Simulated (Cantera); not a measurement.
Charge: 1 mol PbO, 0.34 mol H2, at 575 °C and 1 atm.

Cantera equilibrium calculation (NASA polynomials, part measured and part estimated; ideal gas, pure solids and liquids). Candidate condensed phases: H2O, Pb, PbO, PbO2, Pb3O4; 12 gas species. The numbers say what is thermodynamically allowed, not how fast it happens.

Base state: H2O 1.000, H2 7.94e-5 (mole fractions); condensed: Pb(l) + PbO(yellow).

**Question.** What changes in the equilibrium state with this change: temperature from 575 °C to 1350 °C?

**Answer.** 
```csv
species,before,after
H2O,1.000,0.889
Pb,2.95e-7,0.0724
PbO,<1e-9,0.0367
OH,<1e-9,6.77e-5
Pb2,<1e-9,6.23e-5
O2,<1e-9,2.89e-5
H2,7.94e-5,0.00142
"Pb(l), mol",0.340,0.312
"PbO(yellow), mol",0.660,0
"PbO(l), mol",0,0.647
```
Each liquid is taken as pure. Mutual solubility and eutectic melting of coexisting phases are not modelled. Gases not in the tables: (PbO)n polymers.
